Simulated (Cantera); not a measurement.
Charge: 1 mol PbO, 8.9 mol N2, at 1200 K.

Equilibrium computed with Cantera from the NASA thermochemical tables; the gas is ideal and each condensed phase is pure. Candidate condensed phases: Pb, PbO, PbO2, Pb3O4; 12 gas species. The numbers say what is thermodynamically allowed, not how fast it happens.

Task: Which condensed phases are stable at each of these points (P (Pa)): 10, 36, 130, 460, 1700, 6000, 22000, 77000, 280000, 1000000?

Result: 
```csv
P (Pa),condensed phases,Pb condensed (%)
10,gas only,0.0
36,gas only,0.0
130,PbO(l),41.7
460,PbO(l),84.3
1700,PbO(l),95.8
6000,PbO(l),98.8
22000,PbO(l),99.7
77000,PbO(l),99.9
280000,PbO(l),100.0
1000000,PbO(l),100.0
```

From 0.000100 bar to 0.000360 bar nothing is condensed. From 0.00130 bar to 10.0 bar the condensed part is PbO(l).
